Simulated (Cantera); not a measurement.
## Catalytic combustion on Pt

An isothermal plug-flow reactor at 898 K and 101000 Pa (inlet), inlet velocity 0.66 m/s, active area per volume 220 1/m; feed CO : O₂ : N₂ = 0.023 : 0.0081 : 0.79 (molar parts).

Detailed kinetics in Cantera: Deutschmann's 1995 Pt surface mechanism with GRI-Mech 3.0 gas chemistry. Catalytic surfaces can have several steady states; this one follows from the mechanism file's or the stated starting coverage. Mass transfer to the wall is taken as infinitely fast.

```
z (m)       x CO     x O₂   x H₂O     x CO₂  θ free Pt      θ O*  θ CO*
-------  -------  -------  ------  --------  ---------  --------  -----
0.00011   0.0275  0.00963  <1e-12  0.000472      0.274   0.00113  0.724
0.00021   0.0271  0.00942  <1e-12  0.000898      0.276   0.00113  0.723
0.0004    0.0263  0.00903  <1e-12   0.00170      0.280   0.00111  0.719
0.00077   0.0248  0.00828  <1e-12   0.00321      0.286   0.00108  0.712
0.0015    0.0221  0.00688  <1e-12   0.00602      0.301   0.00101  0.698
0.0029    0.0175  0.00457  <1e-12    0.0107      0.330  0.000846  0.669
0.0055    0.0117  0.00170  <1e-12    0.0165      0.385  0.000464  0.614
0.011    0.00856  9.96e-5  <1e-12    0.0197      0.432   3.71e-5  0.568
```
x: gas mole fraction; θ: surface coverage.
